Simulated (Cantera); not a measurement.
Cantera run:

```python
import numpy as np
import cantera as ct

gas_names = [...]  # 113 gases of nasa_gas.yaml made of C, H, O, Pb
cond_names = """
    C(gr) C6H6(L) C7H8(L) C8H18(L),n-octa H2O(s) H2O(L) Pb(cr) Pb(L) PbO(rd) PbO(yw) PbO(L) PbO2(s)
    Pb3O4(s)
""".split()


# ... load() reads the species with a 1 bar reference pressure and builds the phases ...
atoms = {
    'PbO': {'Pb': 1, 'O': 1},
    'C': {'C': 1},
    'H2': {'H': 2},
}
top_T = {'C(gr)': 4500, 'Pb3O4(s)': 820}  # K; cautious upper limits of use, not melting points


# ... equilibrate(T, P, feed) seeds the gas with the atoms and calls Mixture.equilibrate('TP', solver="vcs", rtol=1e-11, max_steps=5000) ...
results = []
feed = {'PbO': 1, 'C': 2.4, 'H2': 0.81}  # mol
T = 2048  # K
for P in [10, 42, 180, 750, 3200, 13000, 56000, 240000, 1000000]:
    mix = equilibrate(T, P, feed)
    results.append((T, P, feed, dict(zip(mix.species_names, mix.species_moles))))

top = {s: max(r[3][s] / sum(r[3][g] for g in gas_names) for r in results) for s in gas_names}
cols = sorted((s for s in top if top[s] > 1e-05), key=lambda s: -top[s])[:6]
seen = [c for c in cond_names if any(r[3].get(c, 0) > 1e-12 for r in results)]
print("log10 of partial pressures in bar; condensed amounts in mol")
print(f"{'P/Pa':>10s}" + "".join(f"{s[:9]:>10s}" for s in cols + seen))
for T, P, feed, n in results:
    ng = sum(n[g] for g in gas_names)
    print(f"{P:10.4g}" + "".join(f"{np.log10(max(n[s] / ng * P / 1e5, 1e-99)):10.3f}" for s in cols)
          + "".join(f"{n.get(c, 0):10.4g}" for c in seen))
```

Result:

```
log10 of partial pressures in bar; condensed amounts in mol
      P/Pa        CO        H2        Pb         H       Pb2       CH4     C(gr)     Pb(L)
        10    -4.472    -4.657    -4.472    -4.978   -11.297   -12.740     1.399         0
        42    -3.838    -3.974    -3.838    -4.637   -10.028   -11.375     1.398         0
       180    -3.199    -3.313    -3.199    -4.306    -8.751   -10.052     1.398         0
       750    -2.577    -2.679    -2.577    -3.989    -7.506    -8.784     1.398         0
      3200    -1.945    -2.042    -1.945    -3.671    -6.243    -7.510     1.398         0
   1.3e+04    -1.335    -1.430    -1.336    -3.365    -5.024    -6.286     1.398         0
   5.6e+04    -0.701    -0.794    -0.701    -3.047    -3.756    -5.014     1.398         0
   2.4e+05    -0.068    -0.161    -0.071    -2.730    -2.495    -3.748     1.398         0
     1e+06     0.689     0.596     0.059    -2.352    -2.235    -2.235     1.398    0.7635
```

Equilibrium computed with Cantera from the NASA thermochemical tables; the gas is ideal and each condensed phase is pure.
